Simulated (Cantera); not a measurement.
A freely propagating, adiabatic, planar premixed flame of CO : H₂ : CH₄ : O₂ : N₂ = 1 : 0.13 : 1.2 : 2.12 : 7.96 (molar parts), equivalence ratio 1.4, unburnt at 600 K and 1.58 atm; mixture-averaged transport, grid criteria slope 0.08 and curve 0.16, no radiation.

Detailed kinetics in Cantera: GRI-Mech 3.0 (53 species, 325 reactions). Burning velocities carry a grid error of a few per cent, more on coarse grids.

Q: What does this change do: 0.15 parts CO2 added?

A: 
```
quantity                    before     after
------------------------  --------  --------
laminar burning velocity  115 cm/s  106 cm/s
thermal thickness         0.219 mm  0.229 mm
peak x(C₂H₂)              0.000470  0.000447
```
